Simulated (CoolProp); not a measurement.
Vapour pressure (kPa) of trans-2-butene: the reference equation beside estimates from Tc = 155.5 °C, pc = 4019 kPa, ω = 0.210. Clausius-Clapeyron is anchored at 30.95 °C with a constant enthalpy of vaporisation of 21.04 kJ/mol.

Computed with CoolProp (reference Helmholtz-energy equation of state, Lemmon 2005). It is a short technical equation, of lower accuracy than the large ones.

| T (°C) | reference | Lee-Kesler | Clausius-Clapeyron | van der Waals | Redlich-Kwong | Soave-Redlich-Kwong | Peng-Robinson |
|---|---|---|---|---|---|---|---|
| -10.25 | 64.89 | [?] | 76.34 | 396.1 | 103.4 | 63.44 | 64.51 |
| -2.05 | 90.48 | 88.63 | 102.1 | 470.3 | [?] | 88.90 | 89.88 |
| 6.25 | 123.8 | 122.1 | 134.8 | [?] | 186.9 | 122.2 | 123.0 |
| 14.45 | 165.5 | [?] | 174.5 | 647.0 | [?] | 164.1 | 164.4 |
| 22.65 | 217.2 | 216.3 | 222.7 | 749.1 | [?] | 216.2 | 215.9 |
| 30.95 | 281.3 | 281.3 | 281.3 | 862.7 | 393.4 | 281.1 | 279.8 |
| 39.15 | 357.9 | 358.9 | 350.0 | 985.4 | 488.5 | 358.9 | 356.4 |
| 47.45 | 450.4 | 452.8 | 431.7 | 1121 | 600.5 | 453.2 | 449.1 |
| 55.65 | 558.4 | 562.3 | 525.7 | 1265 | 727.7 | [?] | 557.6 |
| 63.85 | 684.6 | 690.1 | 634.0 | 1421 | 872.7 | 692.8 | 684.8 |

Q: Complete the blanks.

A: 
- -10.25, Lee-Kesler: 63.12
- -2.05, Redlich-Kwong: 140.3
- 6.25, van der Waals: 554.5
- 14.45, Lee-Kesler: 164.0
- 14.45, Redlich-Kwong: 243.4
- 22.65, Redlich-Kwong: 311.4
- 55.65, Soave-Redlich-Kwong: 563.5

Absolute difference from the reference over all 10 rows, mean and median: Lee-Kesler 1.0 and 0.8 %, Clausius-Clapeyron 6.7 and 5.6 %, van der Waals 257.9 and 225.8 %, Redlich-Kwong 42.3 and 41.6 %, Soave-Redlich-Kwong 1.0 and 0.9 %, Peng-Robinson 0.5 and 0.6 %.
